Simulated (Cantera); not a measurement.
**SiO2 + CH4 + N2 (carbothermic reduction)**

Feed: 1 mol SiO2, 1.7 mol CH4, 2.1 mol N2, equilibrated at 0.0350 bar.

Cantera equilibrium calculation (NASA polynomials, part measured and part estimated; ideal gas, pure solids and liquids). Candidate condensed phases: C, C6H6, C7H8, C8H18, H2O, Si, SiC, SiO2, Si2N2O, Si3N4; 151 gas species. Mutual solubility and eutectic melting of coexisting phases are not modelled. The tables' values for SiN are old estimates; treat these amounts as uncertain. Gases not in the tables: Si2H6 and higher silanes. Rates play no part.

```csv
T (°C),log p H2,log p N2,log p CO,log p H,log p SiO,log p Si,n C(graphite),n Si2N2O(s),n SiC(s)
1277,-1.74,-2.07,-2.09,-5.37,-5.03,-9.85,0.197,0.499,0
1377,-1.75,-2.06,-2.09,-4.92,-4.07,-8.24,0,0.424,0.136
1477,-1.76,-2.04,-2.11,-4.51,-3.14,-6.90,0,0.339,0.179
1577,-1.80,-2.01,-2.20,-4.17,-2.52,-5.77,0,0,0.349
1677,-1.80,-2.01,-2.20,-3.84,-2.52,-5.08,0,0,0.347
1777,-1.81,-2.01,-2.20,-3.55,-2.52,-4.46,0,0,0.342
1877,-1.81,-2.02,-2.20,-3.28,-2.53,-3.90,0,0,0.326
1977,-1.83,-2.02,-2.20,-3.04,-2.56,-3.41,0,0,0.282
2077,-1.85,-2.04,-2.19,-2.83,-2.64,-2.98,0,0,0.166
2177,-1.88,-2.06,-2.17,-2.64,-2.77,-2.71,0,0,0
2277,-1.92,-2.07,-2.17,-2.46,-2.83,-2.63,0,0,0
```
log p: log10 of the partial pressure in bar; n: condensed amount in mol.

At 1277 °C the condensed part is C(graphite) + Si2N2O(s). From 1377 °C to 1477 °C the condensed part is SiC(s) + Si2N2O(s). From 1577 °C to 2077 °C the condensed part is SiC(s). From 2177 °C to 2277 °C nothing is condensed. The main Si-bearing gas is SiO at 1277 °C and Si at 2277 °C.
